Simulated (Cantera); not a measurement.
Input: 1 mol Si3N4, 2.6 mol H2O, 730 mol H2, equilibrated at 1875 K and 0.00130 bar.

These are equilibrium values from Cantera (NASA tables, ideal gas, pure condensed phases), not measurements of a reactor. Candidate condensed phases: H2O, Si, SiO2, Si2N2O, Si3N4; 35 gas species. Rates play no part.

Base state: H2 0.975, H 0.0180, SiO 0.00349, N2 0.00269, Si 0.000516, SiH 1.70e-5 (mole fractions); condensed: gas only.

Question: What changes in the equilibrium state with this change: temperature from 1875 K to 950 K?

Answer: 
```tsv
species	before	after
H2	0.975	0.999
N2	0.00269	0.00118
H	0.0180	1.54e-8
SiO	0.00349	<1e-9
Si	0.000516	<1e-9
SiH	1.70e-5	<1e-9
SiO2(β-quartz), mol	0	0.733
Si2N2O(s), mol	0	1.13
```

Question: What changes in the equilibrium state with this change: temperature from 1875 K to 1723.15 K?

Answer: 
```tsv
species	before	after
H2	0.975	0.988
H	0.0180	0.00503
SiO	0.00349	0.00352
SiH2	3.59e-6	1.10e-5
SiH	1.70e-5	2.57e-5
```
Gases not in the tables: Si2H6 and higher silanes.

Question: What changes in the equilibrium state with this change: pressure from 0.00130 bar to 0.0110 bar?

Answer: 
```json
[
 {"species": "H2", "before": "0.975", "after": "0.987"},
 {"species": "H", "before": "0.0180", "after": "0.00621"},
 {"species": "SiO", "before": "0.00349", "after": "0.00351"},
 {"species": "Si", "before": "0.000516", "after": "0.000462"},
 {"species": "SiH2", "before": "3.59e-6", "after": "2.75e-5"},
 {"species": "SiH", "before": "1.70e-5", "after": "4.46e-5"}
]
```
Gases not in the tables: Si2H6 and higher silanes.
